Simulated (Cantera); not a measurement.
A closed system holds: 1 mol SiF4, 0.76 mol O3, 22 mol N2, equilibrated at 0.100 bar.

These are equilibrium values from Cantera (NASA tables, ideal gas, pure condensed phases), not measurements of a reactor. Candidate condensed phases: Si, SiO2, Si2N2O, Si3N4; 28 gas species. Rates play no part. All values below are at 598 K.

Base state: N2 0.911, O2 0.0472, SiF4 0.0414 (mole fractions); condensed: gas only.

### Question
What changes in the equilibrium state with this change: O3 from 0.76 to 0.25 mol?

### Answer
```json
[
 {"species": "N2", "before": "0.911", "after": "0.941"},
 {"species": "SiF4", "before": "0.0414", "after": "0.0428"},
 {"species": "O2", "before": "0.0472", "after": "0.0160"}
]
```
